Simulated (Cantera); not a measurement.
Mixture: 7.35 % CH₄, 18.4 % O₂, 51.5 % N₂, 22.8 % H₂O, at 9.50 bar, adiabatic and at constant volume. Ignition delay is the time to a rise of 400 K.

Computed with Cantera and GRI-Mech 3.0 (53 species, 325 reactions).

### Question
Predict: delay at 1073 K; delay at 1173 K; delay at 1273 K; delay at 1373 K; delay at 1473 K; apparent activation energy between 1423 and 1523 K.

### Answer
| Property | Result |
|---|---|
| delay at 1073 K | 22.6 ms |
| delay at 1173 K | 5.68 ms |
| delay at 1273 K | 1.79 ms |
| delay at 1373 K | 0.642 ms |
| delay at 1473 K | 0.247 ms |
| apparent activation energy between 1423 and 1523 K | 170 kJ/mol |
